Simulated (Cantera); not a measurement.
Low-pressure radical oxidation in H2/O2

An isothermal, constant-pressure homogeneous reactor starts with H2 : O2 = 0.025 : 1 (molar parts), equivalence ratio 0.013, at 1125 K and 0.00180 bar.

Detailed kinetics in Cantera: GRI-Mech 3.0 (53 species, 325 reactions). Radical loss at walls, strong at low pressure, is not modelled.

```tsv
t (s)	x H2	x O2	x OH	x HO2	x H2O2	x H	x H2O
0.000200	0.0244	0.976	2.38e-11	1.30e-10	<1e-12	1.07e-10	1.48e-12
0.000580	0.0244	0.976	1.50e-10	3.76e-10	<1e-12	2.39e-10	2.86e-11
0.00168	0.0244	0.976	7.78e-10	1.09e-9	<1e-12	5.51e-10	4.57e-10
0.00488	0.0244	0.976	5.40e-9	3.17e-9	1.02e-12	2.66e-9	7.79e-9
0.0141	0.0244	0.976	3.15e-7	9.58e-9	8.64e-12	1.44e-7	6.46e-7
0.0410	0.00956	0.964	0.00302	4.60e-7	3.16e-8	0.00322	0.0117
0.119	0.000229	0.955	0.00141	3.55e-7	6.04e-9	0.00274	0.0221
0.345	0.000212	0.957	0.00136	3.47e-7	6.08e-9	0.00243	0.0223
1.00	0.000173	0.960	0.00123	3.25e-7	6.22e-9	0.00176	0.0228
```
x: mole fraction; the columns are a selection and need not sum to one.

Equilibrium at this temperature and pressure: H2 1.43e-9, O2 0.975, OH 3.59e-6, HO2 1.78e-9, H2O2 1.21e-11, H 3.99e-11, H2O 0.0247 (gas phase only).
